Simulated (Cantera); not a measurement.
Cantera run:

```python
import numpy as np
import cantera as ct

gas_names = """
    C CH CH2 CH3 CH2OH CH3O CH4 CH3OH CN CO CO2 COOH C2 C2H CHCO,ketyl C2H2,acetylene C2H2,vinylidene
    CH2CO,ketene C2H3,vinyl CH3CN CH3CO,acetyl C2H4 C2H4O,ethylen CH3CHO,ethanal CH3COOH (HCOOH)2 C2H5
    C2H6 CH3OCH3 C2H5OH CCN CNC C2N2 C2O C3 C3H3,propargyl C3H4,allene C3H4,propyne C3H4,cyclo-
    C3H5,allyl C3H6,propylene C3H6,cyclo- C3H6O C3H7,n-propyl C3H7,i-propyl C3H8 C3H8O,1propanol
    C3H8O,2propanol C3O2 C4 C4H2 C4H4,1,3-cyclo- C4H6,butadiene C4H6,2-butyne C4H6,cyclo- C4H8,1-butene
    C4H8,cis2-buten C4H8,tr2-butene C4H8,isobutene C4H8,cyclo- (CH3COOH)2 C4H9,n-butyl C4H9,i-butyl
    C4H9,s-butyl C4H9,t-butyl C4H10,isobutane C4H10,n-butane C4N2 C5 C5H6,1,3cyclo- C5H8,cyclo-
    C5H10,1-pentene C5H10,cyclo- C5H11,pentyl C5H11,t-pentyl C5H12,n-pentane C5H12,i-pentane
    CH3C(CH3)2CH3 C6H2 C6H5,phenyl C6H5O,phenoxy C6H6 C6H5OH,phenol C6H10,cyclo- C6H12,1-hexene
    C6H12,cyclo- C6H13,n-hexyl C7H7,benzyl C7H8 C7H8O,cresol C7H14,1-heptene C7H15,n-heptyl
    C7H16,n-heptane C8H8,styrene C8H10,ethylbenz C8H16,1-octene C8H17,n-octyl C8H18,isooctane
    C8H18,n-octane C9H19,n-nonyl C10H8,naphthale C10H21,n-decyl C12H9,o-bipheny C12H10,bipheny H HCN HCO
    HCCN HNC HNCO HNO HNO2 HNO3 HO2 H2 HCHO,formaldehy HCOOH H2O H2O2 N NCO NH NH2 NH3 NH2OH NO NO2 NO3
    N2 N2H2 N2H4 N2O O OH O2 O3
""".split()
cond_names = """
    C(gr) C6H6(L) C7H8(L) C8H18(L),n-octa H2O(s) H2O(L)
""".split()


def load(file, names, dense=False):
    # The tables refer to 1 bar. Condensed volumes are neglected.
    table = {s.name: s for s in ct.Species.list_from_file(file)}
    out = []
    for n in names:
        d = dict(table[n].input_data)
        d["thermo"] = dict(d["thermo"], **{"reference-pressure": 1e5})
        if dense:
            d["equation-of-state"] = {"model": "constant-volume", "density": "1e6 g/cm^3"}
        out.append(ct.Species.from_dict(d))
    return out


gas = ct.Solution(thermo="ideal-gas", species=load("nasa_gas.yaml", gas_names))
cond = {s.name: ct.Solution(thermo="fixed-stoichiometry", species=[s], name=s.name)
        for s in load("nasa_condensed.yaml", cond_names, dense=True)}
atoms = {
    'acetone': {'C': 3, 'H': 6, 'O': 1},
    'O2': {'O': 2},
    'N2': {'N': 2},
}
top_T = {'C(gr)': 4500}  # K; cautious upper limits of use, not melting points


def equilibrate(T, P, feed):
    n = {}
    for name, mol in feed.items():
        for a, k in atoms[name].items():
            n[a] = n.get(a, 0.0) + k * mol
    gas.TPX = T, P, n
    mass = sum(n.values()) * gas.mean_molecular_weight
    gas.equilibrate("TP")
    valid = [c for c in cond.values() if c.min_temp <= T <= top_T.get(c.name, c.max_temp)]
    mix = ct.Mixture([(gas, mass / gas.mean_molecular_weight)] + [(c, 0.0) for c in valid])
    mix.T, mix.P = T, P
    mix.equilibrate("TP", solver="vcs", rtol=1e-11, max_steps=5000)
    return mix


results = []
feed = {'acetone': 1, 'O2': 0.0097, 'N2': 25}  # mol
T = 2675  # K
P = 8900000  # Pa
mix = equilibrate(T, P, feed)
results.append((T, P, feed, dict(zip(mix.species_names, mix.species_moles))))
print(gas.report(threshold=1e-05))
for i in range(1, mix.n_phases):
    print(f"{mix.phase(i).name:16s} {mix.phase_moles(i):12.5e} mol")
```

It prints:

```
       temperature   2675 K
          pressure   8.9e+06 Pa
           density   10.304 kg/m^3
  mean mol. weight   25.749 kg/kmol
   phase of matter   gas

                          1 kg             1 kmol
                     ---------------   ---------------
          enthalpy        3.2477e+06        8.3625e+07  J
   internal energy        2.3839e+06        6.1384e+07  J
           entropy            8810.3        2.2686e+05  J/K
    Gibbs function        -2.032e+07       -5.2322e+08  J
 heat capacity c_p            1462.5             37657  J/K
 heat capacity c_v            1139.5             29342  J/K

                      mass frac. Y      mole frac. X     chem. pot. / RT
                     ---------------   ---------------   ---------------
               CH3        1.3846e-05        2.3713e-05           -31.069
               CH4        4.5417e-05        7.2894e-05           -40.285
                CN        3.9423e-05        3.9015e-05           -15.242
                CO           0.03818          0.035098           -32.563
    C2H2,acetylene         0.0018336         0.0018133           -25.276
             CH3CN        1.7534e-05        1.0998e-05           -46.312
              C2N2        0.00035338        0.00017486           -30.484
              C4H2        3.1514e-05         1.621e-05            -32.12
                 H        6.2201e-05         0.0015889           -9.2158
               HCN          0.029821          0.028412           -24.458
               HNC         0.0042137         0.0040147           -24.458
                H2         0.0065938          0.084218           -18.432
               NH3        1.1607e-05        1.7549e-05           -39.468
                N2           0.91876           0.84447            -23.64
     [ +122 minor]        2.6166e-05        2.4287e-05

C(gr)             9.16053e-01 mol
```

Equilibrium computed with Cantera from the NASA thermochemical tables; the gas is ideal and each condensed phase is pure. The feed counts by its element totals alone. The ideal-gas law is rough above about 30 bar.
